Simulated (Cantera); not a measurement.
# Gas activation for diamond growth

A perfectly stirred reactor is fed with CH₄ : H₂ : CO₂ = 0.032 : 1 : 0.0044 (molar parts), at 1330 Pa; it is held at 1725 K, and followed from long to short residence time.

Detailed kinetics in Cantera: GRI-Mech 3.0 (53 species, 325 reactions). GRI-Mech 3.0 stops at C3 and has no aromatics, soot or wall deposition, so with more carbon than oxygen in the feed, carbon stays in small species such as C2H2 where larger ones or solid carbon would form. Radical loss at walls, strong at low pressure, is not modelled.

```json
[
 {"τ (s)": "0.77", "x CH₄": "0.0169", "x H₂": "0.967", "x CO₂": "0.000505", "x OH": "2.56e-7", "x CH₃": "0.000424"},
 {"τ (s)": "0.29", "x CH₄": "0.0228", "x H₂": "0.965", "x CO₂": "0.00122", "x OH": "1.99e-7", "x CH₃": "0.000511"},
 {"τ (s)": "0.11", "x CH₄": "0.0276", "x H₂": "0.964", "x CO₂": "0.00241", "x OH": "1.19e-7", "x CH₃": "0.000501"},
 {"τ (s)": "0.041", "x CH₄": "0.0300", "x H₂": "0.964", "x CO₂": "0.00361", "x OH": "4.61e-8", "x CH₃": "0.000337"},
 {"τ (s)": "0.016", "x CH₄": "0.0307", "x H₂": "0.965", "x CO₂": "0.00412", "x OH": "1.54e-8", "x CH₃": "0.000154"},
 {"τ (s)": "0.0059", "x CH₄": "0.0308", "x H₂": "0.965", "x CO₂": "0.00423", "x OH": "5.37e-9", "x CH₃": "5.80e-5"},
 {"τ (s)": "0.0022", "x CH₄": "0.0309", "x H₂": "0.965", "x CO₂": "0.00424", "x OH": "1.98e-9", "x CH₃": "2.17e-5"}
]
```
x: mole fraction; the columns are a selection and need not sum to one.
